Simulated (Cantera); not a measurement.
## Cu₂O + H₂ (hydrogen reduction and annealing atmospheres)

Input: 1 mol Cu₂O, 0.67 mol H₂, held at 75.0 Torr.

Cantera equilibrium calculation (NASA polynomials, part measured and part estimated; ideal gas, pure solids and liquids). Candidate condensed phases: Cu, CuO, Cu(OH)₂, Cu₂O, H₂O; 12 gas species. Mutual solubility and eutectic melting of coexisting phases are not modelled. Kinetics and transport are ignored.

| T (°C) | x H₂O | x O₂ | x H₂ | x OH | x Cu | x H | n Cu(s) | n Cu₂O(s) | n Cu(l) |
|---|---|---|---|---|---|---|---|---|---|
| 525 | 1.000 | <1e-12 | 7.76e-7 | 2.99e-12 | <1e-12 | <1e-12 | 1.34 | 0.330 | 0 |
| 600 | 1.000 | 2.92e-12 | 2.13e-6 | 7.28e-11 | <1e-12 | <1e-12 | 1.34 | 0.330 | 0 |
| 675 | 1.000 | 1.14e-10 | 5.04e-6 | 1.07e-9 | 1.73e-11 | 3.72e-12 | 1.34 | 0.330 | 0 |
| 750 | 1.000 | 2.60e-9 | 1.06e-5 | 1.06e-8 | 3.84e-10 | 4.26e-11 | 1.34 | 0.330 | 0 |
| 825 | 1.000 | 3.81e-8 | 2.03e-5 | 7.64e-8 | 5.57e-9 | 3.52e-10 | 1.34 | 0.330 | 0 |
| 900 | 1.000 | 3.95e-7 | 3.60e-5 | 4.28e-7 | 5.71e-8 | 2.24e-9 | 1.34 | 0.330 | 0 |
| 975 | 1.000 | 3.06e-6 | 6.00e-5 | 1.95e-6 | 4.41e-7 | 1.14e-8 | 1.34 | 0.330 | 0 |
| 1050 | 1.000 | 1.87e-5 | 9.47e-5 | 7.45e-6 | 2.68e-6 | 4.88e-8 | 1.34 | 0.330 | 0 |
| 1125 | 1.000 | 0.000107 | 0.000134 | 2.55e-5 | 1.30e-5 | 1.73e-7 | 0 | 0.330 | 1.34 |
| 1200 | 0.999 | 0.000570 | 0.000173 | 7.90e-5 | 5.17e-5 | 5.27e-7 | 0 | 0.329 | 1.34 |
x: gas mole fraction; n: condensed amount in mol.

From 525 °C to 1050 °C the condensed part is Cu(s) + Cu₂O(s). From 1125 °C to 1200 °C the condensed part is Cu(l) + Cu₂O(s).
